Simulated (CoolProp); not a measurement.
Saturation properties of R245fa (Tc = 427.0 K, pc = 3.651 MPa, ω = 0.378).

Values from CoolProp's reference Helmholtz-energy equation of state, Akasaka 2015.

| T (K) | p (MPa) | liquid density (kg/m³) | liquid cp (kJ/(kg K)) |
|---|---|---|---|
| 235.9 | 0.007004 | 1495 | 1.196 |
| 246.7 | 0.01362 | 1469 | 1.213 |
| 257.5 | 0.02477 | 1443 | 1.232 |
| 268.3 | 0.04250 | 1416 | 1.252 |
| 279.2 | 0.06968 | 1388 | 1.274 |
| 290 | 0.1088 | 1360 | 1.298 |
| 300.8 | 0.1637 | 1331 | 1.323 |
| 311.6 | 0.2381 | 1301 | 1.351 |
| 322.4 | 0.3364 | 1270 | 1.381 |
| 333.2 | 0.4631 | 1237 | 1.414 |
| 344 | 0.6233 | 1202 | 1.452 |
| 354.8 | 0.8221 | 1165 | 1.496 |
| 365.6 | 1.065 | 1124 | 1.549 |

It boils at 288.2 K under 1 atm.
